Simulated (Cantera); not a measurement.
A perfectly stirred reactor is fed with CH₄ : C₂H₆ : O₂ : N₂ = 1 : 0.41 : 3.95 : 22 (molar parts), at 1.01 bar; it is adiabatic with a 550 K inlet, and is followed from long to short residence time, starting on the burning branch (τ in s: 0.051, 0.017, 0.0059, 0.002, 0.0007, 0.00024, 8.2e-05, 2.8e-05, 9.7e-06, 3.3e-06).

Detailed kinetics in Cantera: GRI-Mech 3.0 (53 species, 325 reactions).

One state of this run: T (K) = 1647; x CH₄ = 0.000490; x C₂H₆ = 4.67e-5; x O₂ = 0.0331; x NO = 1.52e-5; x CH₃ = 0.000118; x H = 0.00396. x: mole fraction; the columns are a selection and need not sum to one.

Which value of τ (s) does it belong to?
(A) 0.00024
(B) 0.017
(C) 0.0059
(D) 0.051

A, 0.00024
